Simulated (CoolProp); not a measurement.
A Linde-Hampson liquefier for dry air: isothermal reversible compression at 280 K from 1 atm to 5 MPa, throttling to 1 atm, return gas leaving the recuperator 5 K below the feed. Each further row changes one setting.

The numbers come from the reference Helmholtz-energy equation of state, Lemmon 2000 in CoolProp. It is a pseudo-pure fit of the blend.

| case | liquid yield per pass | compression work (kJ/kg of gas) |
|---|---|---|
| as stated | [?] | 312 |
| high pressure 10 MPa | 0.046 | [?] |
| warm-end temperature 310 K | 0.011 | 346 |
| warm-end gap 10 K | [?] | 312 |

Problem. What belongs in the gaps?

Solution. 
- as stated, liquid yield per pass: 0.018
- high pressure 10 MPa, compression work (kJ/kg of gas): 366
- warm-end gap 10 K, liquid yield per pass: 0.006
